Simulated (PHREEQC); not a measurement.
1 kg of water holding 0.14 mol KOH meets 20 L of dry gas (H2 1 by moles) at fixed total pressure, at 10 atm; fugacities by Peng-Robinson. The gases take part in no redox reaction, some water evaporates into the gas, and hydrates or a liquid gas phase aren't modelled. Precipitation was switched off in this run.

Model: ion-association model, phreeqc.dat, run in PHREEQC.

```
T (°C)  dissolved H2 (mol/kgw)  φ of H2
------  ----------------------  -------
10                     0.00845    1.002
20                     0.00782    1.003
30                     0.00739    1.003
40                     0.00711    1.003
50                     0.00694    1.003
60                     0.00684    1.003
70                     0.00681    1.003
80                     0.00682    1.003
90                     0.00684    1.003
```

At this temperature some constants are extrapolated from 25 °C, and those without enthalpy data are left unchanged.
